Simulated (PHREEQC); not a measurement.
## Polishing slurry liquid

Consider water at 20 °C with 6.4 mmol/kgw KOH and 8.1 mmol/kgw K2SO4. Closed to the air; pH follows from the charge balance.

The numbers come from PHREEQC with the ion-association model, wateq4f.dat.

```yaml
pH: 11.90
ionic_strength: 0.0296 mol/kgw
total_alkalinity: 6.40 meq/kg
```

| species | molality | activity | log γ |
|---|---|---|---|
| K+ | 0.0220 | 0.0187 | -0.072 |
| SO4-2 | 0.00754 | 0.00402 | -0.273 |
| OH- | 0.00640 | 0.00541 | -0.073 |
| KSO4- | 0.000563 | 0.000483 | -0.067 |

No solid was allowed to form.
